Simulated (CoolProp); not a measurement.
Dodecamethylcyclohexasiloxane (D6) along the isobar 4.38 MPa: Z from the reference equation and from simpler models built on Tc = 645.8 K, pc = 0.9614 MPa, ω = 0.736; each cubic takes its own stable root.

Values from CoolProp's reference Helmholtz-energy equation of state, Colonna 2008. It is a short technical equation, of lower accuracy than the large ones.

```
T (K)   phase  reference
-----  ------  ---------
328.2  liquid     0.7539
349.1  liquid     0.7255
369.9  liquid     0.7012
390.8  liquid     0.6802
411.6  liquid     0.6623
432.4  liquid     0.6471
453.3  liquid     0.6343
474.1  liquid     0.6238
495    liquid     0.6155
515.8  liquid     0.6094
536.6  liquid     0.6055
557.5  liquid     0.6039
578.3  liquid     0.6047
599.2  liquid     0.6083
620    liquid     0.6149
```

**Question.** How far does each simpler model (van der Waals, Redlich-Kwong, Soave-Redlich-Kwong, Peng-Robinson) lie from the reference over these 15 states: mean and median of the absolute difference, and the worst?

**Answer.** 
- van der Waals: mean 57.9 %, median 59.0 %, worst +73.4 % at 328.2 K and 4.38 MPa
- Redlich-Kwong: mean 13.8 %, median 14.1 %, worst +19.6 % at 328.2 K and 4.38 MPa
- Soave-Redlich-Kwong: mean 7.9 %, median 7.0 %, worst +13.9 % at 328.2 K and 4.38 MPa
- Peng-Robinson: mean 4.1 %, median 4.7 %, worst -6.5 % at 599.2 K and 4.38 MPa
